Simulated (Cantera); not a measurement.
Input: 1 mol SiC, 1.9 mol H₂, held at 1748 K and 1.00 bar.

Method: chemical equilibrium by Gibbs-energy minimisation in Cantera with the NASA 1993 tables (ideal gas, pure condensed phases). Candidate condensed phases: C, C₆H₆, C₇H₈, C₈H₁₈, Si, SiC; 87 gas species. Gases not in the tables: Si₂H₆ and higher silanes. Equilibrium is a limit: real reactors are often held back by kinetics, nucleation or transport.

What is the equilibrium state?


```
Item                                        Value
--------------------------------------  ---------
x(H₂)                                       1.000
x(H)                                     0.000228
x(CH₄)                                    2.08e-5
x(SiH₂)                                   1.71e-5
x(SiH)                                    1.61e-6
x(Si)                                     1.21e-6
n(SiC(s))                               1.000 mol
gas amount                              1.900 mol
log10 activity of Si(l) (absent)            -0.08
log10 activity of C(graphite) (absent)      -1.65
```
